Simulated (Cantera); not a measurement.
An isothermal, constant-pressure homogeneous reactor starts with CH2O : O2 : N2 = 0.0024 : 0.012 : 1 (molar parts), equivalence ratio 0.20, at 1500 K and 1.00 atm.

Computed with Cantera and GRI-Mech 3.0 (53 species, 325 reactions).

One state of this run: x CH2O = <1e-12; x O2 = 0.00946; x CH3 = <1e-12; x CH2CO = <1e-12; x N2O = 2.06e-7; x HO2 = 1.34e-8; x CO = 1.07e-6. x: mole fraction; the columns are a selection and need not sum to one.

Task: Which value of t (s) does it belong to?
A. 0.0456
B. 0.00370
C. 0.105
D. 0.562

Result: C, 0.105
